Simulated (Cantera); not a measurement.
A closed system holds: 1 mol FeCl2, 36 mol H2, held at 1502 °C.

Cantera equilibrium calculation (NASA polynomials, part measured and part estimated; ideal gas, pure solids and liquids). Candidate condensed phases: Fe, FeCl2, FeCl3; 11 gas species. Kinetics and transport are ignored.

Q: What share of the Fe ends up in condensed phases as a function of P (Pa), at 0.100, 0.560, 3.20, 18, 100, 560, 3200, 18000, 100000?

A: 
```csv
P (Pa),Fe condensed (%),as
0.100,0.0,-
0.560,0.0,-
3.20,0.0,-
18,0.0,-
100,12.4,Fe(δ)
560,76.2,Fe(δ)
3200,87.4,Fe(δ)
18000,89.3,Fe(δ)
100000,89.7,Fe(δ)
```
